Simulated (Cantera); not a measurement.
## Ignition delay

Mixture: H2 : O2 : N2 : NO = 1 : 1.04 : 3.92 : 0.018 (molar parts), at 0.720 atm, adiabatic and at constant volume. Ignition delay is the time to a rise of 400 K.

Cantera simulation using GRI-Mech 3.0 (53 species, 325 reactions); the numbers are that mechanism's predictions, not measurements. The mechanism lacks 2 NO + O2 → 2 NO2 and HONO, so NO2 and the effect of NO are under-described below about 1400 K. Where the delays flatten at high temperature, the 400 K rule measures the pace of heat release, not the induction time.

```tsv
T0 (K)	delay (ms)
1275	0.0489
1375	0.0371
1475	0.0318
1575	0.0302
1675	0.0310
1775	0.0337
1875	0.0378
```
